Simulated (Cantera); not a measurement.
Input (Python, Cantera) and output of one run.

```python
import numpy as np
import cantera as ct

gas_names = """
    CL CL2 H HCL H2 Si SiCL SiCL2 SiCL3 SiCL4 SiH SiHCL3 SiH2 SiH2CL2 SiH3 SiH3CL SiH4 Si2 Si3
""".split()
cond_names = """
    Si(cr) Si(L)
""".split()


# ... load() reads the species with a 1 bar reference pressure and builds the phases ...
atoms = {
    'Si': {'Si': 1},
    'Cl2': {'CL': 2},
    'H2': {'H': 2},
}
top_T = {}  # K; cautious upper limits of use, not melting points


# ... equilibrate(T, P, feed) seeds the gas with the atoms and calls Mixture.equilibrate('TP', solver="vcs", rtol=1e-11, max_steps=5000) ...
results = []
feed = {'Si': 1, 'Cl2': 0.95, 'H2': 3.8}  # mol
P = 11000  # Pa
for T in [1398, 1423, 1448, 1473, 1498, 1523, 1548, 1573, 1598, 1623, 1648, 1673]:
    mix = equilibrate(T, P, feed)
    results.append((T, P, feed, dict(zip(mix.species_names, mix.species_moles))))
    x = sorted(zip(gas.X, gas.species_names), reverse=True)
    print(f"T = {T:g} K  P = {P:g} Pa  gas = {mix.phase_moles(0):.4g} mol")
    print("   x: " + "  ".join(f"{s} {v:.3e}" for v, s in x if v > 1e-06))
    print("   condensed (mol): " + ("  ".join(f"{mix.phase(i).name} {mix.phase_moles(i):.4g}"
          for i in range(1, mix.n_phases) if mix.phase_moles(i) > 1e-12) or "none"))
```

Output:

```
T = 1398 K  P = 11000 Pa  gas = 4.59 mol
   x: H2 7.579e-01  HCL 1.316e-01  SiCL2 6.726e-02  SiCL4 1.839e-02  SiCL3 1.702e-02  SiHCL3 7.438e-03  SiH2CL2 4.520e-04  H 1.242e-05  SiH3CL 7.897e-06  CL 1.776e-06
   condensed (mol): Si(cr) 0.4925
T = 1423 K  P = 11000 Pa  gas = 4.616 mol
   x: H2 7.514e-01  HCL 1.366e-01  SiCL2 7.478e-02  SiCL3 1.643e-02  SiCL4 1.428e-02  SiHCL3 6.099e-03  SiH2CL2 3.972e-04  H 1.736e-05  SiH3CL 7.478e-06  CL 2.585e-06  SiCL 1.056e-06
   condensed (mol): Si(cr) 0.4831
T = 1448 K  P = 11000 Pa  gas = 4.639 mol
   x: H2 7.460e-01  HCL 1.406e-01  SiCL2 8.165e-02  SiCL3 1.554e-02  SiCL4 1.087e-02  SiHCL3 4.933e-03  SiH2CL2 3.461e-04  H 2.400e-05  SiH3CL 7.056e-06  CL 3.687e-06  SiCL 1.657e-06
   condensed (mol): Si(cr) 0.4742
T = 1473 K  P = 11000 Pa  gas = 4.659 mol
   x: H2 7.415e-01  HCL 1.439e-01  SiCL2 8.776e-02  SiCL3 1.446e-02  SiCL4 8.152e-03  SiHCL3 3.947e-03  SiH2CL2 2.996e-04  H 3.285e-05  SiH3CL 6.639e-06  CL 5.166e-06  SiCL 2.543e-06
   condensed (mol): Si(cr) 0.466
T = 1498 K  P = 11000 Pa  gas = 4.675 mol
   x: H2 7.378e-01  HCL 1.463e-01  SiCL2 9.308e-02  SiCL3 1.327e-02  SiCL4 6.042e-03  SiHCL3 3.132e-03  SiH2CL2 2.580e-04  H 4.450e-05  CL 7.119e-06  SiH3CL 6.236e-06  SiCL 3.827e-06  SiH2 1.077e-06
   condensed (mol): Si(cr) 0.4587
T = 1523 K  P = 11000 Pa  gas = 4.688 mol
   x: H2 7.349e-01  HCL 1.482e-01  SiCL2 9.763e-02  SiCL3 1.205e-02  SiCL4 4.443e-03  SiHCL3 2.473e-03  SiH2CL2 2.215e-04  H 5.974e-05  CL 9.665e-06  SiH3CL 5.850e-06  SiCL 5.653e-06  SiH2 1.474e-06
   condensed (mol): Si(cr) 0.4522
T = 1548 K  P = 11000 Pa  gas = 4.699 mol
   x: H2 7.327e-01  HCL 1.495e-01  SiCL2 1.015e-01  SiCL3 1.086e-02  SiCL4 3.253e-03  SiHCL3 1.947e-03  SiH2CL2 1.900e-04  H 7.947e-05  CL 1.295e-05  SiCL 8.215e-06  SiH3CL 5.487e-06  SiH2 1.997e-06
   condensed (mol): Si(cr) 0.4466
T = 1573 K  P = 11000 Pa  gas = 4.708 mol
   x: H2 7.309e-01  HCL 1.504e-01  SiCL2 1.048e-01  SiCL3 9.734e-03  SiCL4 2.379e-03  SiHCL3 1.533e-03  SiH2CL2 1.629e-04  H 1.048e-04  CL 1.714e-05  SiCL 1.176e-05  SiH3CL 5.147e-06  SiH2 2.682e-06
   condensed (mol): Si(cr) 0.4417
T = 1598 K  P = 11000 Pa  gas = 4.715 mol
   x: H2 7.296e-01  HCL 1.509e-01  SiCL2 1.075e-01  SiCL3 8.696e-03  SiCL4 1.741e-03  SiHCL3 1.208e-03  SiH2CL2 1.398e-04  H 1.371e-04  CL 2.244e-05  SiCL 1.661e-05  SiH3CL 4.831e-06  SiH2 3.570e-06
   condensed (mol): Si(cr) 0.4374
T = 1623 K  P = 11000 Pa  gas = 4.721 mol
   x: H2 7.286e-01  HCL 1.512e-01  SiCL2 1.098e-01  SiCL3 7.755e-03  SiCL4 1.278e-03  SiHCL3 9.539e-04  H 1.779e-04  SiH2CL2 1.201e-04  CL 2.909e-05  SiCL 2.315e-05  SiH2 4.712e-06  SiH3CL 4.538e-06  Si 1.422e-06
   condensed (mol): Si(cr) 0.4336
T = 1648 K  P = 11000 Pa  gas = 4.726 mol
   x: H2 7.278e-01  HCL 1.514e-01  SiCL2 1.118e-01  SiCL3 6.912e-03  SiCL4 9.419e-04  SiHCL3 7.560e-04  H 2.291e-04  SiH2CL2 1.035e-04  CL 3.736e-05  SiCL 3.191e-05  SiH2 6.168e-06  SiH3CL 4.268e-06  Si 2.342e-06  SiH 1.219e-06
   condensed (mol): Si(cr) 0.4302
T = 1673 K  P = 11000 Pa  gas = 4.73 mol
   x: H2 7.272e-01  HCL 1.513e-01  SiCL2 1.135e-01  SiCL3 6.162e-03  SiCL4 6.978e-04  SiHCL3 6.015e-04  H 2.928e-04  SiH2CL2 8.942e-05  CL 4.759e-05  SiCL 4.350e-05  SiH2 8.010e-06  SiH3CL 4.018e-06  Si 3.798e-06  SiH 1.816e-06
   condensed (mol): Si(cr) 0.4271
```

Cantera equilibrium calculation (NASA polynomials, part measured and part estimated; ideal gas, pure solids and liquids). The tables' values for SiCl3, SiCl are old estimates; treat these amounts as uncertain.
